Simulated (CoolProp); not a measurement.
Vapour-liquid equilibrium of isobutene (1) + n-butane (2) at 236.5 K; x and y are mole fractions of (1).

Computed with CoolProp (multi-fluid Helmholtz-energy mixture model, Lemmon 2005 and Bücker 2006; pair parameters Bell 2016).

Question: Give the bubble pressure and the first vapour's composition at x = 0.125, 0.65, 0.875. Is there an azeotrope?

Answer: x = 0.125: 21.16 kPa, y = 0.167; x = 0.65: 24.78 kPa, y = 0.706; x = 0.875: 26.09 kPa, y = 0.899. No azeotrope shows between x = 0.05 and 0.95.

The pair parameters rest on a limited set of measurements; away from them the model extrapolates.
